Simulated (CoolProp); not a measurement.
A closed Brayton cycle with nitrogen: compressor inlet 325.15 K and 7.8 MPa, high pressure 15.7 MPa, turbine inlet 905 K, compressor efficiency 0.85, turbine efficiency 0.93, recuperator effectiveness 0.9 (on enthalpy, no pinch check). Each further row changes one setting.

The numbers come from the reference Helmholtz-energy equation of state, Span 2000 in CoolProp.

```
case                           thermal efficiency (%)  net work (kJ/kg)  compressor to turbine work  compressor exit (K)  turbine exit (K)
-----------------------------  ----------------------  ----------------  --------------------------  -------------------  ----------------
as stated                                        35.9              75.4                        0.55                410.9             763.4
turbine inlet 855 K                              33.8              66.2                        0.58                410.9             719.9
compressor inlet 335.15 K                        34.8              72.4                        0.57                423.5             763.4
high pressure 13.3 MPa                           34.7              61.9                        0.52                389.0             795.1
recuperator effectiveness 0.5                    20.6              75.4                        0.55                410.9             763.4
```
